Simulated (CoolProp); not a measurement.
Nitrogen along the isotherm -143.95 °C: density (kg/m³) from the reference equation and from simpler models built on Tc = -147.0 °C, pc = 33.96 bar, ω = 0.037; each cubic takes its own stable root.

Values from CoolProp's reference Helmholtz-energy equation of state, Span 2000.

| p (bar) | phase | reference | ideal gas | van der Waals | Soave-Redlich-Kwong | Peng-Robinson |
|---|---|---|---|---|---|---|
| 1.07 | gas | 2.818 | 2.790 | 2.815 | 2.819 | 2.822 |
| 1.91 | gas | 5.070 | 4.981 | 5.062 | 5.073 | 5.083 |
| 3.4 | gas | 9.156 | 8.866 | 9.129 | 9.164 | 9.199 |
| 6.04 | gas | 16.71 | 15.75 | 16.62 | 16.73 | 16.85 |
| 10.7 | gas | 31.17 | 27.90 | 30.86 | 31.25 | 31.66 |
| 19.1 | gas | 62.42 | 49.81 | 61.19 | 62.66 | 64.23 |
| 34 | supercritical | 164.1 | 88.66 | 158.6 | 163.5 | 172.8 |
| 60.4 | supercritical | 511.1 | 157.5 | 394.4 | 466.7 | 515.8 |
| 107 | supercritical | 584.5 | 279.0 | 454.7 | 561.7 | 623.9 |
| 191 | supercritical | 645.5 | 498.1 | 504.1 | 641.6 | 713.5 |
| 340 | supercritical | 705.5 | 886.6 | 548.8 | 716.5 | 796.2 |
